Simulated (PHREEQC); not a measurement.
A solution holds 0.24 mol/kgw KH2PO4 and 0.013 mol/kgw HNO3, at 75 °C. Closed to the air; pH follows from the charge balance.

Computed with PHREEQC (ion-association model, wateq4f.dat).

Each row changes one thing in this solution. This is a speciation only: nothing precipitates in the calculation.

```tsv
case	pH	ionic strength (mol/kgw)
as made	3.47	0.241
diluted 10-fold with water	3.65	0.0243
HNO3 from 0.013 to 0.0195 mol/kgw	3.29	0.241
0.002 mol/kgw H4SiO4 added	3.47	0.241
KH2PO4 replaced by KF at the same molality	4.94	0.240
diluted 2-fold with water	3.52	0.120
HNO3 left out	4.42	0.241
```

Species that the database lacks are ignored. Some of these states are supersaturated (in Quartz (slow to form), Chalcedony (slow to form), for instance). H3PO4, which wateq4f.dat lacks, is added to it with the constant of phreeqc.dat. Constants without temperature data keep their 25 °C values here.
